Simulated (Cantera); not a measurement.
A closed system holds: 1 mol B, 0.55 mol O2, 9.1 mol N2, equilibrated at 1073.15 K and 75.0 Torr.

Cantera equilibrium calculation (NASA polynomials, part measured and part estimated; ideal gas, pure solids and liquids). Candidate condensed phases: B, BN, B2O3; 17 gas species. N2 is the only nitrogen source here; it is nearly inert below about 1500 K, so the nitride shown seldom forms there in practice. Mutual solubility and eutectic melting of coexisting phases are not modelled. Equilibrium is a limit: real reactors are often held back by kinetics, nucleation or transport.

Base state: N2 1.00 (mole fractions); condensed: BN(s) + B2O3(l).

Question: What changes in the equilibrium state with this change: B replaced by B2O3?

Answer: 
```csv
species,before,after
N2,1.00,0.943
O2,<1e-9,0.0570
NO,<1e-9,3.77e-5
"BN(s), mol",0.267,0
"B2O3(l), mol",0.367,1.00
```
